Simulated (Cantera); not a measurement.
A closed system holds: 1 mol BN, 0.24 mol O2, 16 mol NF3, at 1948 K and 0.0133 bar.

Equilibrium computed with Cantera from the NASA thermochemical tables; the gas is ideal and each condensed phase is pure. Candidate condensed phases: B, BN, B2O3; 31 gas species. Rates play no part.

Base state: F 0.822, N2 0.155, BF3 0.0183, O2 0.00406, NO 0.000408, O 0.000245, F2 5.50e-5 (mole fractions); condensed: gas only.

### Question
What changes in the equilibrium state with this change: pressure from 0.0133 bar to 0.000440 bar?

### Answer
```json
[
 {"species": "F", "before": "0.822", "after": "0.822"},
 {"species": "N2", "before": "0.155", "after": "0.155"},
 {"species": "BF3", "before": "0.0183", "after": "0.0183"},
 {"species": "O", "before": "0.000245", "after": "0.00126"},
 {"species": "O2", "before": "0.00406", "after": "0.00356"},
 {"species": "F2", "before": "5.50e-5", "after": "1.81e-6"},
 {"species": "NO", "before": "0.000408", "after": "0.000382"}
]
```
